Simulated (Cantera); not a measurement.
# Low-pressure radical oxidation in H2/O2

An isothermal, constant-pressure homogeneous reactor starts with H2 : O2 : N2 = 0.064 : 1 : 0.38 (molar parts), equivalence ratio 0.032, at 1125 K and 12.8 Torr.

Detailed kinetics in Cantera: the H2/O2 subset of GRI-Mech 3.0, which has no nitrogen chemistry. Radical loss at walls, strong at low pressure, is not modelled. The temperature is held fixed by assumption; the heat of reaction is taken as removed at once.

```json
[
 {"t (s)": "4.00e-6", "x H2": "0.0443", "x O2": "0.693", "x H2O": "<1e-12", "x O": "<1e-12", "x HO2": "3.16e-11", "x OH": "<1e-12"},
 {"t (s)": "2.49e-5", "x H2": "0.0443", "x O2": "0.693", "x H2O": "3.90e-12", "x O": "3.15e-11", "x HO2": "1.97e-10", "x OH": "2.94e-11"},
 {"t (s)": "0.000155", "x H2": "0.0443", "x O2": "0.693", "x H2O": "5.63e-10", "x O": "8.74e-10", "x HO2": "1.23e-9", "x OH": "6.27e-10"},
 {"t (s)": "0.000964", "x H2": "0.0443", "x O2": "0.693", "x H2O": "2.69e-7", "x O": "1.72e-7", "x HO2": "9.21e-9", "x OH": "1.00e-7"},
 {"t (s)": "0.00600", "x H2": "0.000994", "x O2": "0.663", "x H2O": "0.0382", "x O": "0.0230", "x HO2": "4.40e-6", "x OH": "0.00236"},
 {"t (s)": "0.0373", "x H2": "0.000266", "x O2": "0.679", "x H2O": "0.0436", "x O": "0.00695", "x HO2": "3.24e-6", "x OH": "0.00123"},
 {"t (s)": "0.232", "x H2": "1.29e-5", "x O2": "0.685", "x H2O": "0.0452", "x O": "0.000339", "x HO2": "7.38e-7", "x OH": "0.000271"},
 {"t (s)": "1.45", "x H2": "5.00e-7", "x O2": "0.686", "x H2O": "0.0453", "x O": "1.38e-5", "x HO2": "6.04e-8", "x OH": "5.48e-5"},
 {"t (s)": "9.00", "x H2": "3.81e-8", "x O2": "0.686", "x H2O": "0.0453", "x O": "1.08e-6", "x HO2": "6.21e-9", "x OH": "1.54e-5"}
]
```
x: mole fraction; the columns are a selection and need not sum to one.

Equilibrium at this temperature and pressure: H2 1.02e-9, O2 0.686, H2O 0.0453, O 2.95e-8, HO2 3.25e-9, OH 2.54e-6 (gas phase only).
